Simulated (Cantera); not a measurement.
Mixture: 11.7 % CO, 0.562 % H₂, 1.99 % CH₄, 8.43 % O₂, 77.3 % N₂, equivalence ratio 1.2, at 2.00 bar, adiabatic and at constant pressure. Ignition delay is the time to a rise of 400 K.

Cantera simulation using GRI-Mech 3.0 (53 species, 325 reactions); the numbers are that mechanism's predictions, not measurements. Where the delays flatten at high temperature, the 400 K rule measures the pace of heat release, not the induction time.

Q: Predict: delay at 1250 K; delay at 1450 K; delay at 1650 K; delay at 1850 K; delay at 2050 K.

A: 
| Item | Value |
|---|---|
| delay at 1250 K | 1.87 ms |
| delay at 1450 K | 0.399 ms |
| delay at 1650 K | 0.136 ms |
| delay at 1850 K | 75.0 µs |
| delay at 2050 K | 66.2 µs |
